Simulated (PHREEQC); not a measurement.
Buffer: speciation

Dissolve 0.019 mol H3BO3, 3.2e-05 mol K2HPO4 and 0.0013 mol NaCl per kg of water at 20 °C. Closed to the air; pH follows from the charge balance.

Computed with PHREEQC (ion-association model, phreeqc.dat).

| Quantity | Value |
|---|---|
| pH | 6.42 |
| ionic strength | 0.00137 mol/kgw |
| specific conductance | 147 µS/cm |
| total alkalinity | 0.0320 meq/kg |

```
species  molality  activity   log γ
-------  --------  --------  ------
H3BO3      0.0190    0.0190   0.000
Cl-       0.00130   0.00125  -0.018
Na+       0.00130   0.00125  -0.018
K+        6.40e-5   6.14e-5  -0.018
H2BO3-    2.75e-5   2.64e-5  -0.018
H2PO4-    2.71e-5   2.60e-5  -0.018
HPO4-2    4.89e-6   4.16e-6  -0.071
H+        3.93e-7   3.77e-7  -0.017
```

This is a speciation only: nothing precipitates in the calculation.
